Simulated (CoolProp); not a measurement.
Computed with CoolProp (reference Helmholtz-energy equation of state, Lemmon 2006). It is a short technical equation, of lower accuracy than the large ones.

Q: For carbonyl sulfide, give the phase and the speed of sound (m/s), Joule-Thomson coefficient (K/MPa) at 429.7 K and 1.11 bar; 429.7 K and 7.55 bar.

A: 
- 429.7 K and 1.11 bar: gas; speed of sound 268, Joule-Thomson coefficient 8.55
- 429.7 K and 7.55 bar: gas; speed of sound 264, Joule-Thomson coefficient 8.68
